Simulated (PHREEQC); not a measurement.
Make-up at 45 °C: 0.037 mol/kgw MgCl2, 0.00025 mol/kgw NaHCO3 and 0.083 mol/kgw NaCl. Closed to the air; pH follows from the charge balance.

The numbers come from PHREEQC with the ion-association model, phreeqc.dat.

This is a speciation only: nothing precipitates in the calculation.

### Question
Order these C species by the share of C that they hold, largest first: CO2, HCO3-, MgHCO3+, NaHCO3, MgCO3.

### Answer
HCO3- (78 %), MgHCO3+ (13 %), CO2 (5.0 %), NaHCO3 (1.7 %), MgCO3 (1.2 %)

The pH is 7.33 and the ionic strength 0.194 mol/kgw. At this temperature some constants are extrapolated from 25 °C, and those without enthalpy data are left unchanged.
